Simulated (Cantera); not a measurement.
A perfectly stirred reactor is fed with CH₄ : H₂O : N₂ = 1 : 2.8 : 0.12 (molar parts), at 0.240 bar; it is held at 1925 K, and followed from long to short residence time.

Cantera simulation using GRI-Mech 3.0 (53 species, 325 reactions); the numbers are that mechanism's predictions, not measurements.

x: mole fraction; the columns are a selection and need not sum to one.

```csv
τ (s),x CH₄,x H₂O,x CH₂,x HCO,x O,x H₂O₂
10,0.000572,0.286,9.00e-8,2.31e-8,1.23e-7,3.28e-11
1.7,0.00260,0.291,4.14e-7,3.11e-8,1.23e-7,3.38e-11
0.30,0.00820,0.317,1.40e-6,5.51e-8,1.25e-7,4.13e-11
0.052,[?],[?],[?],[?],1.26e-7,6.96e-11
0.0089,0.0430,0.511,8.18e-6,2.61e-7,1.27e-7,1.25e-10
0.0015,[?],[?],[?],[?],1.32e-7,1.60e-10
0.00026,0.185,0.678,1.56e-5,5.32e-7,1.40e-7,1.40e-10
```

**Question.** What belongs in the gaps?

**Answer.** 
- 0.052, x CH₄: 0.0198
- 0.052, x H₂O: 0.395
- 0.052, x CH₂: 3.76e-6
- 0.052, x HCO: 1.18e-7
- 0.0015, x CH₄: 0.0962
- 0.0015, x H₂O: 0.607
- 0.0015, x CH₂: 1.37e-5
- 0.0015, x HCO: 4.78e-7
